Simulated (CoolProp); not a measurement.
Vapour-liquid equilibrium of R22 (1) + n-pentane (2) at 0.217 bar; x and y are mole fractions of (1).

Model: multi-fluid Helmholtz-energy mixture model, Kamei 1995 and Thol 2019; pair parameters Bell 2016, in CoolProp.

**Question.** Give the bubble temperature and the first vapour's composition at x = 0.05, 0.5, 0.95. Is there an azeotrope?

**Answer.** x = 0.05: -32.8 °C, y = 0.809; x = 0.5: -65.1 °C, y = 0.987; x = 0.95: -68.4 °C, y = 0.997. No azeotrope shows between x = 0.05 and 0.95.

Pair parameters are fitted to limited data, so mixtures are less certain than the pure fluids. With so large a gap from Raoult's law the liquid may split in two, which this calculation doesn't test in full.
